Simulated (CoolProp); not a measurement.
Computed with CoolProp (reference Helmholtz-energy equation of state, de Reuck 1990).

Problem. Give the vapour pressure (bar), liquid density (kg/m³), vapour density (kg/m³), enthalpy of vaporisation (kJ/kg) of saturated fluorine at -160.35, -158.25, -151.95 °C.

Solution. 
| T (°C) | p (bar) | liquid density (kg/m³) | vapour density (kg/m³) | enthalpy of vaporisation (kJ/kg) |
|---|---|---|---|---|
| -160.35 | 10.7 | 1280 | 51.8 | 140 |
| -158.25 | 12.1 | 1260 | 59.0 | 137 |
| -151.95 | 17.5 | 1190 | 86.0 | 125 |
